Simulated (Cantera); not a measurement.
## FeCl2 + HCl + H2 (halide evaporation, hydrolysis and transport)

A closed system holds: 1 mol FeCl2, 1.5 mol HCl, 0.39 mol H2, held at 0.660 bar.

Cantera equilibrium calculation (NASA polynomials, part measured and part estimated; ideal gas, pure solids and liquids). Candidate condensed phases: Fe, FeCl2, FeCl3; 11 gas species. Equilibrium is a limit: real reactors are often held back by kinetics, nucleation or transport.

```csv
T (°C),log p HCl,log p FeCl2,log p H2,log p Cl,log p H
1500,-0.47,-0.64,-1.05,-3.60,-4.07
1525,-0.47,-0.64,-1.05,-3.51,-3.98
1550,-0.47,-0.64,-1.05,-3.42,-3.89
1575,-0.47,-0.64,-1.05,-3.34,-3.80
1600,-0.47,-0.64,-1.05,-3.25,-3.71
1625,-0.47,-0.64,-1.05,-3.17,-3.63
1650,-0.47,-0.64,-1.05,-3.09,-3.55
1675,-0.47,-0.64,-1.05,-3.01,-3.47
1700,-0.47,-0.64,-1.05,-2.94,-3.39
1725,-0.47,-0.64,-1.05,-2.87,-3.32
1750,-0.47,-0.64,-1.05,-2.79,-3.25
1775,-0.47,-0.64,-1.05,-2.72,-3.17
```
log p: log10 of the partial pressure in bar; nothing condenses.

From 1500 °C to 1775 °C nothing is condensed. The main Fe-bearing gas is FeCl2 throughout.
